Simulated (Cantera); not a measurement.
## NO annealing gas

An isothermal, constant-pressure homogeneous reactor starts with 57.1 % NO, 42.9 % N2, at 1773 K and 0.0250 bar.

Computed with Cantera and GRI-Mech 3.0 (53 species, 325 reactions). Radical loss at walls, strong at low pressure, is not modelled.

```csv
t (s),x NO,x NO2,x N2,x O2,x O,x N2O
0.000200,0.571,1.35e-9,0.429,1.86e-10,2.95e-7,2.95e-7
0.000632,0.571,1.33e-8,0.429,1.86e-9,9.25e-7,9.31e-7
0.00200,0.571,1.28e-7,0.429,1.84e-8,2.86e-6,2.92e-6
0.00632,0.571,1.13e-6,0.429,1.87e-7,8.52e-6,9.02e-6
0.0200,0.571,7.63e-6,0.429,2.36e-6,2.34e-5,2.64e-5
0.0632,0.571,2.40e-5,0.429,3.54e-5,4.96e-5,6.55e-5
0.200,0.571,3.00e-5,0.429,0.000251,6.24e-5,0.000110
0.632,0.569,3.28e-5,0.430,0.00103,6.67e-5,0.000118
2.00,0.564,3.93e-5,0.432,0.00354,7.40e-5,0.000115
6.32,0.548,5.52e-5,0.440,0.0115,9.27e-5,0.000105
20.0,0.498,8.41e-5,0.465,0.0364,0.000133,8.24e-5
63.2,0.364,0.000105,0.532,0.104,0.000203,4.02e-5
200,0.141,5.92e-5,0.644,0.215,0.000281,5.52e-6
```
x: mole fraction; the columns are a selection and need not sum to one.

Equilibrium at this temperature and pressure: NO 0.00420, NO2 2.05e-6, N2 0.712, O2 0.283, O 0.000318, N2O 3.64e-8 (gas phase only).
